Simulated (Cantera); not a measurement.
An adiabatic, constant-volume homogeneous reactor starts with CH4 : CO : O2 : N2 : H2O = 1 : 1.4 : 2.45 : 16.4 : 4.3 (molar parts), equivalence ratio 1.1, at 1075 K and 1.80 bar.

Cantera simulation using GRI-Mech 3.0 (53 species, 325 reactions); the numbers are that mechanism's predictions, not measurements.

**Question.** Predict: time of steepest temperature rise; temperature at 5.00 s; equilibrium temperature; x(CO) at 5.00 s; x(O2) at 5.00 s; x(HCO) at 5.00 s; x(H) at 5.00 s; x(H2O2) at 5.00 s.

**Answer.** 
| Item | Result |
|---|---|
| time of steepest temperature rise | 0.517 s |
| temperature at 5.00 s | 2326 K |
| equilibrium temperature | 2326 K |
| x(CO) at 5.00 s | 0.0160 (gas-phase equilibrium 0.0160) |
| x(O2) at 5.00 s | 0.00121 (gas-phase equilibrium 0.00121) |
| x(HCO) at 5.00 s | 6.03e-9 (gas-phase equilibrium 6.03e-9) |
| x(H) at 5.00 s | 0.000525 (gas-phase equilibrium 0.000525) |
| x(H2O2) at 5.00 s | 7.74e-8 (gas-phase equilibrium 7.74e-8) |
